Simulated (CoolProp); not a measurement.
Values from CoolProp's reference Helmholtz-energy equation of state, Lemmon 2013.

Question: Give the vapour pressure (MPa), liquid density (kg/m³), vapour Z of saturated propylene at -75.35, -52.25, 1.45 °C.

Answer: 
```csv
T (°C),p (MPa),liquid density (kg/m³),vapour Z
-75.35,0.0234,643,0.988
-52.25,0.0817,616,0.969
1.45,0.610,544,0.874
```
